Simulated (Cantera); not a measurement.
Equilibrium for oxide etching and cleaning by halides: B2O3 + F2 + O2

Feed: 1 mol B2O3, a varied amount of F2, 2.9 mol O2, at 133 Pa.

These are equilibrium values from Cantera (NASA tables, ideal gas, pure condensed phases), not measurements of a reactor. Candidate condensed phases: B, B2O3; 21 gas species. The tables' values for BF2 are old estimates. Kinetics and transport are ignored.

Stable condensed phases:

```
T in °C \ n(F2) in mol
         0.65 0.76 0.89    1  1.2  1.4  1.7  1.9  2.3  2.7  3.1  3.6  4.2
   1577     A    A    A    A    A    A    A    A    A    A    A    A    A
   1477     A    A    A    A    A    A    A    A    A    A    A    A    A
   1377     A    A    A    A    A    A    A    A    A    A    A    A    A
   1277     B    B    A    A    A    A    A    A    A    A    A    A    A
   1177     B    B    B    A    A    A    A    A    A    A    A    A    A
   1077     B    B    B    B    A    A    A    A    A    A    A    A    A
    977     B    B    B    B    B    B    B    A    A    A    A    A    A
    877     B    B    B    B    B    B    B    B    A    A    A    A    A
    777     B    B    B    B    B    B    B    B    B    A    A    A    A
    677     B    B    B    B    B    B    B    B    B    A    A    A    A
    577     B    B    B    B    B    B    B    B    B    A    A    A    A
    477     B    B    B    B    B    B    B    B    B    B    A    A    A
```

A: gas only; B: B2O3.
